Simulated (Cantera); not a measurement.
Feed: 1 mol CuO, 4.5 mol C, 13 mol N2, equilibrated at 1975 K and 41.3 Torr.

Cantera equilibrium calculation (NASA polynomials, part measured and part estimated; ideal gas, pure solids and liquids). Candidate condensed phases: C, Cu, CuO, Cu2O; 27 gas species. Kinetics and transport are ignored.

### Question
What is the equilibrium state?

### Answer
```json
{
 "x(N2)": "0.871",
 "x(CO)": "0.0670",
 "x(Cu)": "0.0619",
 "x(Cu2)": "0.000234",
 "x(CN)": "1.61e-6",
 "x(C2N2)": "1.25e-6",
 "n(C(graphite))": "3.50 mol",
 "n(Cu(l))": "0.0695 mol",
 "gas_amount": "14.93 mol"
}
```
